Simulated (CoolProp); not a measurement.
Vapour-liquid equilibrium of n-pentane (1) + the fluoroketone C6F12O (FK-5-1-12) (2) at 306.3 K; x and y are mole fractions of (1).

The numbers come from the multi-fluid Helmholtz-energy mixture model, Thol 2019 and McLinden 2015; pair parameters Bell 2016 in CoolProp.

| x | bubble pressure, mixture model (kPa) | bubble pressure, Raoult's law (kPa) | y, mixture model | y, Raoult's law |
|---|---|---|---|---|
| 0.05 | 68.61 | 58.07 | 0.213 | 0.079 |
| 0.2 | 98.31 | 63.37 | 0.517 | 0.289 |
| 0.35 | 113.2 | 68.67 | 0.623 | 0.467 |
| 0.5 | 117.7 | 73.97 | 0.659 | 0.619 |
| 0.65 | 118.3 | 79.28 | 0.672 | 0.751 |
| 0.8 | 117.5 | 84.58 | 0.696 | 0.867 |
| 0.95 | 105.1 | 89.88 | 0.839 | 0.969 |

The largest gap from Raoult's law is +64.8 % in bubble pressure, at x = 0.35. y crosses x between x = 0.65 and 0.8: the model has an azeotrope there.

Pair parameters are fitted to limited data, so mixtures are less certain than the pure fluids. With so large a gap from Raoult's law the liquid may split in two, which this calculation doesn't test in full.
